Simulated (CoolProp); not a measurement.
Vapour-liquid equilibrium of m-xylene (1) + n-decane (2) at 474 K; x and y are mole fractions of (1).

Values from CoolProp's multi-fluid Helmholtz-energy mixture model, Zhou 2012 and Lemmon 2006; pair parameters Bell 2016.

Q: Give the bubble pressure and the first vapour's composition at x = 0.35, 0.65, 0.95. Is there an azeotrope?

A: x = 0.35: 2.701 bar, y = 0.517; x = 0.65: 3.363 bar, y = 0.783; x = 0.95: 4.045 bar, y = 0.974. No azeotrope shows between x = 0.05 and 0.95.

Pair parameters are fitted to limited data, so mixtures are less certain than the pure fluids.
